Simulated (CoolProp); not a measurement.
Values from CoolProp's reference Helmholtz-energy equation of state, Lemmon 2006. It is a short technical equation, of lower accuracy than the large ones.

### Question
For carbonyl sulfide, give the phase and the cv (kJ/(kg K)) at 101.85 °C and 114 kPa; 56.65 °C and 681 kPa.

### Answer
- 101.85 °C and 114 kPa: gas; cv 0.611
- 56.65 °C and 681 kPa: gas; cv 0.596
